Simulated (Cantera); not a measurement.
Input: 1 mol C₂H₅OH, 0.53 mol CO₂, 4.2 mol H₂, 0.18 mol NH₃, at 0.200 bar.

Cantera equilibrium calculation (NASA polynomials, part measured and part estimated; ideal gas, pure solids and liquids). Candidate condensed phases: C, C₆H₆, C₇H₈, C₈H₁₈, H₂O; 136 gas species. The numbers say what is thermodynamically allowed, not how fast it happens. All values below are at 1950 K.

Base state: H₂ 0.773, CO 0.214, N₂ 0.00882, H 0.00225, HCN 0.000995, C₂H₂ (acetylene) 0.000423, CH₄ 5.82e-5, HNC 5.15e-5 (mole fractions); condensed: C(graphite).

Task: What changes in the equilibrium state with this change: C₂H₅OH replaced by C₂H₆?

Result: 
```
species             before     after
----------------  --------  --------
H₂                   0.773     0.863
CO                   0.214     0.123
N₂                 0.00882   0.00984
CH₄                5.82e-5   7.25e-5
C₂H₂ (acetylene)  0.000423  0.000472
HNC                5.15e-5   5.75e-5
C(graphite), mol     0.451      1.45
```

Task: What changes in the equilibrium state with this change: CO₂ from 0.53 to 0.19 mol?

Result: 
| species | before | after |
|---|---|---|
| H₂ | 0.773 | 0.832 |
| CO | 0.214 | 0.154 |
| N₂ | 0.00882 | 0.00949 |
| CH₄ | 5.82e-5 | 6.74e-5 |
| C₂H₂ (acetylene) | 0.000423 | 0.000455 |
| HNC | 5.15e-5 | 5.55e-5 |
| HCN | 0.000995 | 0.00107 |
| C(graphite), mol | 0.451 | 0.791 |
